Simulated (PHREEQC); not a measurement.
A solution holds 1.4 mmol/kgw Al2(SO4)3 and 13 mmol/kgw MnSO4, at 25 °C. Closed to the air; pH follows from the charge balance.

Model: ion-association model, phreeqc.dat, run in PHREEQC.

This is a speciation only: nothing precipitates in the calculation.

Question: Order these S species by the share of S that they hold, largest first: SO4-2, Al(SO4)2-, HSO4-, AlSO4+, MnSO4.

Answer: SO4-2 (61 %), MnSO4 (23 %), AlSO4+ (12 %), Al(SO4)2- (3.8 %), HSO4- (0.13 %)

The pH is 4.42 and the ionic strength 0.0420 mol/kgw. Saturation is exceeded, for instance for Gibbsite (slow to form); the values hold only as long as no solid forms. Complexes and solids missing from the database can't appear.
